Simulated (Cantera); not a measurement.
Input (Python, Cantera):

```python
import numpy as np
import cantera as ct

gas = ct.Solution("gri30.yaml")
gas.TPX = 548, 300000, {'CH4': 0.77, 'O2': 1.82, 'N2': 5.27, 'CO2': 0.25}
flame = ct.FreeFlame(gas, width=0.019)
flame.set_refine_criteria(ratio=3, slope=0.08, curve=0.16)
flame.transport_model = "mixture-averaged"
flame.solve(loglevel=0, auto=True)
z, T = flame.grid, flame.T
thick = (T[-1] - T[0]) / np.gradient(T, z).max()
show = ['CH4', 'O2', 'CO2', 'HCO', 'CH2CO', 'HCN']
print(f"laminar burning velocity  {flame.velocity[0] * 100:.3f} cm/s")
print(f"burnt temperature         {T[-1]:.1f} K")
print(f"thermal thickness         {thick * 1e3:.4f} mm")
print(f"grid points               {len(z)}")
z0 = z[flame.heat_release_rate.argmax()]
print(f"{'z/mm':>9s}{'T/K':>9s}{'u/(m/s)':>9s}" + "".join(f"{s:>11s}" for s in show))
rows = []
for k in (-3, -2, -1.5, -1, -0.5, -0.25, 0, 0.25, 0.5, 1, 2, 4, 8):
    zz = z0 + k * thick
    rows.append([k * thick, np.interp(zz, z, T), np.interp(zz, z, flame.velocity),
                 *(np.interp(zz, z, flame.X[gas.species_index(s)]) for s in show)])
    print(f"{rows[-1][0] * 1e3:9.3f}{rows[-1][1]:9.1f}{rows[-1][2]:9.3f}" + "".join(f"{x:11.3e}" for x in rows[-1][3:]))
```

It prints:

```
laminar burning velocity  84.911 cm/s
burnt temperature         2379.4 K
thermal thickness         0.1333 mm
grid points               146
     z/mm      T/K  u/(m/s)        CH4         O2        CO2        HCO      CH2CO        HCN
   -0.400    548.3    0.850  9.485e-02  2.242e-01  3.081e-02  1.100e-17  1.222e-09  2.909e-11
   -0.267    551.4    0.856  9.445e-02  2.238e-01  3.077e-02  2.369e-14  3.161e-08  5.822e-10
   -0.200    561.9    0.874  9.348e-02  2.227e-01  3.075e-02  1.821e-12  2.044e-07  3.181e-09
   -0.133    627.7    0.981  8.853e-02  2.170e-01  3.099e-02  3.839e-10  2.416e-06  2.844e-08
   -0.067   1025.4    1.622  6.192e-02  1.807e-01  3.566e-02  4.864e-07  4.026e-05  3.076e-07
   -0.033   1444.6    2.304  3.345e-02  1.372e-01  4.450e-02  1.112e-05  1.196e-04  7.678e-07
    0.000   1845.2    2.959  7.377e-03  8.794e-02  5.972e-02  4.307e-05  1.269e-04  1.489e-06
    0.033   2017.5    3.229  4.335e-04  6.087e-02  7.626e-02  1.233e-05  1.960e-05  1.111e-06
    0.067   2085.0    3.320  1.355e-05  5.189e-02  8.796e-02  6.409e-07  1.017e-06  3.543e-07
    0.133   2169.2    3.432  2.455e-08  4.614e-02  9.919e-02  3.480e-08  3.524e-09  2.990e-08
    0.267   2259.1    3.554  5.490e-13  4.209e-02  1.071e-01  1.246e-08  1.923e-13  4.425e-10
    0.533   2331.3    3.651  2.188e-16  3.911e-02  1.129e-01  3.975e-09  2.209e-17  6.355e-12
    1.066   2368.9    3.700  1.557e-17  3.748e-02  1.164e-01  1.706e-09  5.568e-19  4.586e-12
```

Model: GRI-Mech 3.0 (53 species, 325 reactions), integrated in Cantera. Burning velocities carry a grid error of a few per cent, more on coarse grids.
